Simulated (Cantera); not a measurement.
# Equilibrium for silicon epitaxy and polysilicon growth: Si2Cl6 + HCl + H2

Feed: 1 mol Si2Cl6, 0.81 mol HCl, 20 mol H2, at 0.0910 bar.

Cantera equilibrium calculation (NASA polynomials, part measured and part estimated; ideal gas, pure solids and liquids). Candidate condensed phases: Si; 19 gas species. The feed counts by its element totals alone. The tables' values for SiCl3 are old estimates; treat these amounts as uncertain. Equilibrium is a limit: real reactors are often held back by kinetics, nucleation or transport.

From 898 K to 1298 K the condensed part is Si(s). The main Si-bearing gas is SiCl4 at 898 K and SiCl2 at 1298 K. The share of Si in condensed phases is highest at 1248 K (20.9 %) and lowest at 898 K (10.4 %).

```tsv
T (K)	x H2	x HCl	x SiCl4	x SiCl2	x SiHCl3	x SiCl3	n Si(s)
898	0.912	0.00702	0.0589	7.30e-5	0.0213	0.000298	0.208
948	0.908	0.0115	0.0579	0.000221	0.0206	0.000616	0.233
998	0.904	0.0178	0.0562	0.000595	0.0198	0.00117	0.265
1048	0.897	0.0263	0.0536	0.00144	0.0187	0.00205	0.304
1098	0.889	0.0371	0.0498	0.00315	0.0173	0.00334	0.346
1148	0.878	0.0501	0.0445	0.00628	0.0156	0.00503	0.384
1198	0.865	0.0648	0.0378	0.0114	0.0136	0.00699	0.411
1248	0.850	0.0803	0.0299	0.0190	0.0111	0.00888	0.417
1298	0.835	0.0951	0.0216	0.0288	0.00856	0.0102	0.400
```
x: gas mole fraction; n: condensed amount in mol.
